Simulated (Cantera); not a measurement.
Charge: 1 mol SiF₄, 2.7 mol O₃, equilibrated at 0.133 bar.

Method: chemical equilibrium by Gibbs-energy minimisation in Cantera with the NASA 1993 tables (ideal gas, pure condensed phases). Candidate condensed phases: Si, SiO₂; 17 gas species. Equilibrium is a limit: real reactors are often held back by kinetics, nucleation or transport. All values below are at 1273 K.

Base state: O₂ 0.802, SiF₄ 0.198 (mole fractions); condensed: gas only.

Problem. What changes in the equilibrium state with this change: SiF₄ replaced by SiH₄?

Solution. 
| species | before | after |
|---|---|---|
| O₂ | 0.802 | 0.506 |
| H₂O | 0 | 0.494 |
| OH | 0 | 3.49e-5 |
| SiF₄ | 0.198 | 0 |
| SiO₂(β-quartz), mol | 0 | 1.00 |
The tables hold silica as quartz up to 1696 K and as liquid above; real silica turns to tridymite and cristobalite and melts near 1996 K. Gases not in the tables: Si(OH)₄. Further candidate phases: H₂O.

Problem. What changes in the equilibrium state with this change: O₃ from 2.7 to 0.083 mol?

Solution. 
| species | before | after |
|---|---|---|
| SiF₄ | 0.198 | 0.889 |
| O₂ | 0.802 | 0.111 |
